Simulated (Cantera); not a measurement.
A Cantera script and its output.

```python
import numpy as np
import cantera as ct

gas = ct.Solution("gri30.yaml")
gas.TPX = 975, 1000000, {'C3H8': 1, 'O2': 4.55, 'N2': 17.1, 'H2O': 3.8}
reactor = ct.IdealGasReactor(gas, energy="on", clone=False)
net = ct.ReactorNet([reactor])
net.rtol, net.atol = 1e-08, 1e-16
show = ['C3H8', 'O2', 'H2O', 'N2O', 'CH4']
times = np.geomspace(5e-06, 0.6, 12)

steps = ct.SolutionArray(gas, extra=["t"])
rows = []
print(f"{'t/s':>10s}{'T/K':>9s}{'P/Pa':>11s}" + "".join(f"{s:>11s}" for s in show))
for t in times:
    while net.time < t:
        t_next = net.step()
        steps.append(gas.state, t=t_next)
    rows.append([np.interp(t, steps.t, y) for y in (steps.T, steps.P, *steps(*show).X.T)])
    print(f"{t:10.3e}{rows[-1][0]:9.1f}{rows[-1][1]:11.4g}" + "".join(f"{x:11.3e}" for x in rows[-1][2:]))
rate = np.gradient(steps.T, steps.t)
print("integrator steps:", len(steps.t))
if steps.T.max() > steps.T[0] + 200:
    print(f"time of steepest temperature rise: {steps.t[rate.argmax()]:.4e} s")
gas.TPX = 975, 1000000, {'C3H8': 1, 'O2': 4.55, 'N2': 17.1, 'H2O': 3.8}
gas.equilibrate("UV")
print(f"equilibrium (UV): T = {gas.T:.1f} K  " + "  ".join(f"{s} {gas[s].X[0]:.3e}" for s in show))
```

Output:

```
       t/s      T/K       P/Pa       C3H8         O2        H2O        N2O        CH4
 5.000e-06    975.0      1e+06  3.781e-02  1.720e-01  1.437e-01  2.007e-18  1.968e-11
 1.448e-05    975.0      1e+06  3.781e-02  1.720e-01  1.437e-01  1.659e-17  1.852e-10
 4.192e-05    975.0      1e+06  3.781e-02  1.720e-01  1.437e-01  1.362e-16  1.661e-09
 1.214e-04    975.0      1e+06  3.781e-02  1.720e-01  1.437e-01  1.074e-15  1.509e-08
 3.515e-04    975.0      1e+06  3.781e-02  1.720e-01  1.437e-01  7.688e-15  1.475e-07
 1.018e-03    975.0      1e+06  3.781e-02  1.720e-01  1.437e-01  4.530e-14  1.489e-06
 2.947e-03    975.0      1e+06  3.779e-02  1.720e-01  1.437e-01  2.044e-13  1.015e-05
 8.534e-03    974.9      1e+06  3.775e-02  1.720e-01  1.437e-01  7.662e-13  4.223e-05
 2.471e-02    974.9      1e+06  3.759e-02  1.720e-01  1.437e-01  3.060e-12  1.518e-04
 7.156e-02    975.0  1.001e+06  3.680e-02  1.716e-01  1.438e-01  2.087e-11  6.473e-04
 2.072e-01   2763.6  3.021e+06  2.185e-36  3.401e-03  2.569e-01  1.053e-06  4.496e-13
 6.000e-01   2763.6  3.021e+06  2.185e-36  3.401e-03  2.569e-01  1.053e-06  4.496e-13
integrator steps: 2833
time of steepest temperature rise: 1.1689e-01 s
equilibrium (UV): T = 2763.6 K  C3H8 2.853e-36  O2 3.401e-03  H2O 2.569e-01  N2O 1.053e-06  CH4 5.296e-13
```

Detailed kinetics in Cantera: GRI-Mech 3.0 (53 species, 325 reactions). GRI-Mech 3.0 was tuned for natural gas; its chemistry of propane as a main component is partial and can be far from experiment. Below about 1000 K GRI-Mech 3.0 lacks low-temperature oxidation paths.
